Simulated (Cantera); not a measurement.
Feed: 1 mol Fe₃O₄, 2400 mol H₂, 1.8 mol H₂O, held at 1.00 bar.

These are equilibrium values from Cantera (NASA tables, ideal gas, pure condensed phases), not measurements of a reactor. Candidate condensed phases: Fe, FeO, Fe(OH)₂, Fe(OH)₃, Fe₂O₃, Fe₃O₄, H₂O; 12 gas species. Rates play no part. All values below are at 1450 °C.

Base state: H₂ 0.997, H₂O 0.00241, H 0.000182 (mole fractions); condensed: Fe(δ).

Task: What changes in the equilibrium state with this change: pressure from 1.00 bar to 7.80 mbar?

Result: 
```tsv
species	before	after
H₂	0.997	0.994
H₂O	0.00241	0.00241
H	0.000182	0.00206
Fe	9.13e-6	0.00117
Fe(δ), mol	2.98	0.184
```
